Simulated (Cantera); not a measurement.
Charge: 1 mol TiO₂, 1800 mol H₂, 0.32 mol H₂O, equilibrated at 1.00 bar.

Equilibrium computed with Cantera from the NASA thermochemical tables; the gas is ideal and each condensed phase is pure. Candidate condensed phases: H₂O, Ti, TiO, TiO₂, Ti₂O₃, Ti₃O₅, Ti₄O₇; 12 gas species. Mutual solubility and eutectic melting of coexisting phases are not modelled. TiO: taken at fixed stoichiometry. The numbers say what is thermodynamically allowed, not how fast it happens.

x: gas mole fraction; n: condensed amount in mol.

| T (°C) | x H₂ | x H | x H₂O | x TiO | x OH | n Ti₃O₅(s) | n Ti₂O₃(s) | n TiO(l) |
|---|---|---|---|---|---|---|---|---|
| 1125 | 1.000 | 4.73e-6 | 0.000363 | <1e-12 | 3.39e-11 | 0.333 | 0 | 0 |
| 1200 | 1.000 | 1.26e-5 | 0.000363 | <1e-12 | 1.19e-10 | 0.333 | 0 | 0 |
| 1275 | 1.000 | 3.08e-5 | 0.000455 | … | 4.69e-10 | 0 | 0.500 | 0 |
| 1350 | 0.999 | 6.91e-5 | 0.000455 | … | 1.32e-9 | 0 | 0.500 | 0 |
| 1425 | 0.999 | 0.000145 | 0.000455 | … | 3.39e-9 | 0 | 0.500 | 0 |
| 1500 | 0.999 | 0.000284 | 0.000455 | … | 8.03e-9 | 0 | 0.500 | 0 |
| 1575 | 0.999 | 0.000530 | 0.000455 | … | 1.78e-8 | 0 | 0.500 | 0 |
| 1650 | 0.999 | 0.000941 | 0.000455 | … | 3.69e-8 | 0 | 0.500 | 0 |
| 1725 | 0.998 | 0.00160 | 0.000455 | … | 7.28e-8 | 0 | 0.499 | 0 |
| 1800 | 0.997 | 0.00263 | 0.000505 | … | 1.51e-7 | 0 | 0.409 | 0.179 |

Problem. Fill in the missing entries.

Solution. 
- 1275, x TiO: 6.17e-12
- 1350, x TiO: 6.52e-11
- 1425, x TiO: 5.56e-10
- 1500, x TiO: 3.93e-9
- 1575, x TiO: 2.35e-8
- 1650, x TiO: 1.22e-7
- 1725, x TiO: 5.55e-7
- 1800, x TiO: 2.14e-6
